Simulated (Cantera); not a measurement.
An isothermal, constant-pressure homogeneous reactor starts with N₂O : H₂O = 1 : 0.0065 (molar parts), at 1050 K and 730 Pa. Integrator tolerance rtol = 1e-08.

Cantera simulation using GRI-Mech 3.0 (53 species, 325 reactions); the numbers are that mechanism's predictions, not measurements. GRI-Mech 3.0 was tuned for natural gas; its chemistry of N2O as a main component is partial and can be far from experiment. Radical loss at walls, strong at low pressure, is not modelled. The mechanism lacks the step 2 NO + O2 → 2 NO2, which can matter for NO2 below about 1400 K. The temperature is held fixed by assumption; the heat of reaction is taken as removed at once.

**Question.** What does this change do: pressure from 730 Pa to 23000 Pa?

**Answer.** 
```json
[
 {"quantity": "x(N₂O) at 10.0 s", "before": "0.991 (gas-phase equilibrium 3.76e-10)", "after": "0.915 (gas-phase equilibrium 2.11e-9)"},
 {"quantity": "x(H₂O) at 10.0 s", "before": "0.00645 (gas-phase equilibrium 0.00431)", "after": "0.00629 (gas-phase equilibrium 0.00431)"},
 {"quantity": "x(OH) at 10.0 s", "before": "6.06e-7 (gas-phase equilibrium 2.33e-7)", "after": "1.23e-6 (gas-phase equilibrium 9.84e-8)"},
 {"quantity": "x(H₂) at 10.0 s", "before": "1.41e-9 (gas-phase equilibrium 3.19e-11)", "after": "4.53e-10 (gas-phase equilibrium 5.69e-12)"},
 {"quantity": "x(O) at 10.0 s", "before": "1.26e-7 (gas-phase equilibrium 4.54e-9)", "after": "1.13e-7 (gas-phase equilibrium 8.09e-10)"}
]
```

**Question.** What does this change do: temperature 1050 to 1225 K?

**Answer.** 
```json
[
 {"quantity": "x(N₂O) at 10.0 s", "before": "0.991 (gas-phase equilibrium 3.76e-10)", "after": "0.891 (gas-phase equilibrium 1.48e-9)"},
 {"quantity": "x(H₂O) at 10.0 s", "before": "0.00645 (gas-phase equilibrium 0.00431)", "after": "0.00623 (gas-phase equilibrium 0.00431)"},
 {"quantity": "x(OH) at 10.0 s", "before": "6.06e-7 (gas-phase equilibrium 2.33e-7)", "after": "1.06e-5 (gas-phase equilibrium 3.34e-6)"},
 {"quantity": "x(H₂) at 10.0 s", "before": "1.41e-9 (gas-phase equilibrium 3.19e-11)", "after": "1.01e-8 (gas-phase equilibrium 1.87e-9)"},
 {"quantity": "x(O) at 10.0 s", "before": "1.26e-7 (gas-phase equilibrium 4.54e-9)", "after": "2.56e-6 (gas-phase equilibrium 2.86e-7)"}
]
```

**Question.** What does this change do: pressure from 730 Pa to 100000 Pa?

**Answer.** 
```json
[
 {"quantity": "x(N₂O) at 10.0 s", "before": "0.991 (gas-phase equilibrium 3.76e-10)", "after": "0.726 (gas-phase equilibrium 4.41e-9)"},
 {"quantity": "x(H₂O) at 10.0 s", "before": "0.00645 (gas-phase equilibrium 0.00431)", "after": "0.00588 (gas-phase equilibrium 0.00431)"},
 {"quantity": "x(OH) at 10.0 s", "before": "6.06e-7 (gas-phase equilibrium 2.33e-7)", "after": "1.16e-6 (gas-phase equilibrium 6.81e-8)"},
 {"quantity": "x(H₂) at 10.0 s", "before": "1.41e-9 (gas-phase equilibrium 3.19e-11)", "after": "2.71e-10 (gas-phase equilibrium 2.73e-12)"},
 {"quantity": "x(O) at 10.0 s", "before": "1.26e-7 (gas-phase equilibrium 4.54e-9)", "after": "9.17e-8 (gas-phase equilibrium 3.88e-10)"}
]
```
